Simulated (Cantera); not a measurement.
What does this Cantera script print?

```python
import numpy as np
import cantera as ct

gas_names = """
    C CH CH2 CH3 CH2OH CH3O CH4 CH3OH CO CO2 COOH C2 C2H CHCO,ketyl C2H2,acetylene C2H2,vinylidene
    CH2CO,ketene C2H3,vinyl CH3CO,acetyl C2H4 C2H4O,ethylen CH3CHO,ethanal CH3COOH (HCOOH)2 C2H5 C2H6
    CH3OCH3 C2H5OH C2O C3 C3H3,propargyl C3H4,allene C3H4,propyne C3H4,cyclo- C3H5,allyl C3H6,propylene
    C3H6,cyclo- C3H6O C3H7,n-propyl C3H7,i-propyl C3H8 C3H8O,1propanol C3H8O,2propanol C3O2 C4 C4H2
    C4H4,1,3-cyclo- C4H6,butadiene C4H6,2-butyne C4H6,cyclo- C4H8,1-butene C4H8,cis2-buten
    C4H8,tr2-butene C4H8,isobutene C4H8,cyclo- (CH3COOH)2 C4H9,n-butyl C4H9,i-butyl C4H9,s-butyl
    C4H9,t-butyl C4H10,isobutane C4H10,n-butane C5 C5H6,1,3cyclo- C5H8,cyclo- C5H10,1-pentene
    C5H10,cyclo- C5H11,pentyl C5H11,t-pentyl C5H12,n-pentane C5H12,i-pentane CH3C(CH3)2CH3 C6H2
    C6H5,phenyl C6H5O,phenoxy C6H6 C6H5OH,phenol C6H10,cyclo- C6H12,1-hexene C6H12,cyclo- C6H13,n-hexyl
    C7H7,benzyl C7H8 C7H8O,cresol C7H14,1-heptene C7H15,n-heptyl C7H16,n-heptane C8H8,styrene
    C8H10,ethylbenz C8H16,1-octene C8H17,n-octyl C8H18,isooctane C8H18,n-octane C9H19,n-nonyl
    C10H8,naphthale C10H21,n-decyl C12H9,o-bipheny C12H10,bipheny H HCO HO2 H2 HCHO,formaldehy HCOOH H2O
    H2O2 O OH O2 O3 Pb PbO Pb2
""".split()
cond_names = """
    C(gr) C6H6(L) C7H8(L) C8H18(L),n-octa H2O(s) H2O(L) Pb(cr) Pb(L) PbO(rd) PbO(yw) PbO(L) PbO2(s)
    Pb3O4(s)
""".split()


def load(file, names, dense=False):
    # The tables refer to 1 bar. Condensed volumes are neglected.
    table = {s.name: s for s in ct.Species.list_from_file(file)}
    out = []
    for n in names:
        d = dict(table[n].input_data)
        d["thermo"] = dict(d["thermo"], **{"reference-pressure": 1e5})
        if dense:
            d["equation-of-state"] = {"model": "constant-volume", "density": "1e6 g/cm^3"}
        out.append(ct.Species.from_dict(d))
    return out


gas = ct.Solution(thermo="ideal-gas", species=load("nasa_gas.yaml", gas_names))
cond = {s.name: ct.Solution(thermo="fixed-stoichiometry", species=[s], name=s.name)
        for s in load("nasa_condensed.yaml", cond_names, dense=True)}
atoms = {
    'PbO': {'Pb': 1, 'O': 1},
    'H2': {'H': 2},
    'CO': {'C': 1, 'O': 1},
}
top_T = {'C(gr)': 4500, 'Pb3O4(s)': 820}  # K; cautious upper limits of use, not melting points


def equilibrate(T, P, feed):
    n = {}
    for name, mol in feed.items():
        for a, k in atoms[name].items():
            n[a] = n.get(a, 0.0) + k * mol
    gas.TPX = T, P, n
    mass = sum(n.values()) * gas.mean_molecular_weight
    gas.equilibrate("TP")
    valid = [c for c in cond.values() if c.min_temp <= T <= top_T.get(c.name, c.max_temp)]
    mix = ct.Mixture([(gas, mass / gas.mean_molecular_weight)] + [(c, 0.0) for c in valid])
    mix.T, mix.P = T, P
    mix.equilibrate("TP", solver="vcs", rtol=1e-11, max_steps=5000)
    return mix


results = []
feed = {'PbO': 1, 'H2': 8.3, 'CO': 7.8}  # mol
P = 1000  # Pa
for T in [1023, 1073, 1123, 1173, 1223, 1273, 1323, 1373, 1423, 1473, 1523, 1573, 1623]:
    mix = equilibrate(T, P, feed)
    results.append((T, P, feed, dict(zip(mix.species_names, mix.species_moles))))

top = {s: max(r[3][s] / sum(r[3][g] for g in gas_names) for r in results) for s in gas_names}
cols = sorted((s for s in top if top[s] > 1e-05), key=lambda s: -top[s])[:9]
seen = [c for c in cond_names if any(r[3].get(c, 0) > 1e-12 for r in results)]
print("log10 of partial pressures in bar; condensed amounts in mol")
print(f"{'T/K':>10s}" + "".join(f"{s[:9]:>10s}" for s in cols + seen))
for T, P, feed, n in results:
    ng = sum(n[g] for g in gas_names)
    print(f"{T:10.4g}" + "".join(f"{np.log10(max(n[s] / ng * P / 1e5, 1e-99)):10.3f}" for s in cols)
          + "".join(f"{n.get(c, 0):10.4g}" for c in seen))
```

It prints:

```
log10 of partial pressures in bar; condensed amounts in mol
       T/K        H2        CO        Pb       H2O       CO2         H     Pb(L)
      1023    -2.313    -2.347    -4.574    -3.552    -3.470    -9.540     0.957
      1073    -2.318    -2.347    -4.136    -3.514    -3.508    -9.012    0.8815
      1123    -2.325    -2.349    -3.738    -3.485    -3.549    -8.533    0.7003
      1173    -2.337    -2.358    -3.375    -3.468    -3.594    -8.097     0.291
      1223    -2.347    -2.364    -3.233    -3.453    -3.634    -7.695         0
      1273    -2.348    -2.362    -3.233    -3.433    -3.666    -7.321         0
      1323    -2.350    -2.361    -3.233    -3.416    -3.696    -6.975         0
      1373    -2.351    -2.359    -3.233    -3.402    -3.724    -6.653         0
      1423    -2.352    -2.358    -3.233    -3.390    -3.751    -6.354         0
      1473    -2.353    -2.357    -3.233    -3.379    -3.777    -6.074         0
      1523    -2.354    -2.356    -3.233    -3.370    -3.801    -5.813         0
      1573    -2.355    -2.355    -3.233    -3.362    -3.824    -5.568         0
      1623    -2.356    -2.355    -3.233    -3.355    -3.845    -5.338         0
```

These are equilibrium values from Cantera (NASA tables, ideal gas, pure condensed phases), not measurements of a reactor.
